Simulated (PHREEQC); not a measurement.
1 kg of water holding 0.25 mol/kgw CaCl2, 0.007 mol/kgw MgCl2, 0.57 mol/kgw KCl and 0.02 mol/kgw SrCl2 is evaporated at 25 °C; the solids stay in contact with the brine. The system is closed to CO2. The run lets Bischofite, Brucite, Carnallite, Portlandite, Sylvite, MgCl2_4H2O precipitate or redissolve, and no other solid.

Equilibrium calculation in PHREEQC: Pitzer model, pitzer.dat.

| water left (kg) | ionic strength | water activity | Sylvite (mol) |
|---|---|---|---|
| 1 | 1.40 | 0.968 | 0 |
| 0.8219 | 1.70 | ___ | 0 |
| 0.6755 | 2.07 | 0.952 | 0 |
| 0.5552 | 2.52 | ___ | 0 |
| 0.4563 | 3.07 | 0.927 | 0 |
| 0.375 | 3.74 | 0.909 | 0 |
| 0.3082 | 4.55 | 0.886 | 0 |
| 0.2533 | 5.53 | 0.857 | 0 |
| 0.2082 | 6.73 | 0.821 | 0 |
| 0.1711 | 7.76 | 0.790 | 0.0722 |
| 0.1407 | 8.47 | 0.769 | 0.210 |
| 0.1156 | 9.36 | 0.740 | ___ |
| 0.09502 | 10.5 | 0.698 | 0.402 |
| 0.07809 | 12.0 | 0.639 | 0.463 |
| 0.06418 | 14.0 | 0.557 | 0.504 |
| 0.05275 | 16.5 | 0.453 | 0.530 |

Problem. Some entries are withheld; supply them.

Solution. 
- 0.8219, water activity: 0.961
- 0.5552, water activity: 0.941
- 0.1156, Sylvite (mol): 0.319
